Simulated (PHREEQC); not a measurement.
Consider water at 20 °C with 0.097 mol Zn(NO3)2, 0.00037 mol HNO3 and 0.0027 mol MnCl2 per kg of water. Closed to the air; pH follows from the charge balance.

Computed with PHREEQC (ion-association model, phreeqc.dat).

| Item | Result |
|---|---|
| pH | 3.54 |
| ionic strength | 0.299 mol/kgw |
| specific conductance | 15200 µS/cm |
| density | 1.013 g/cm³ |
| total alkalinity | -0.370 meq/kg |

| species | molality | activity | log γ |
|---|---|---|---|
| NO3- | 0.194 | 0.128 | -0.180 |
| Zn+2 | 0.0967 | 0.0253 | -0.583 |
| Cl- | 0.00511 | 0.00351 | -0.162 |
| Mn+2 | 0.00264 | 0.000773 | -0.533 |
| H+ | 0.000370 | 0.000290 | -0.106 |
| ZnCl+ | 0.000276 | 0.000191 | -0.161 |
| Mn(NO3)2 | 4.79e-5 | 5.13e-5 | 0.030 |
| MnCl+ | 1.55e-5 | 1.11e-5 | -0.146 |
| ZnCl2 | 6.42e-7 | 6.88e-7 | 0.030 |
| ZnOH+ | 8.78e-8 | 6.46e-8 | -0.133 |
| MnCl2 | 1.58e-8 | 1.70e-8 | 0.030 |
| ZnOHCl | 9.40e-9 | 1.01e-8 | 0.030 |
| ZnCl3- | 3.81e-9 | 2.63e-9 | -0.161 |

No solid was allowed to form. Complexes and solids missing from the database can't appear.
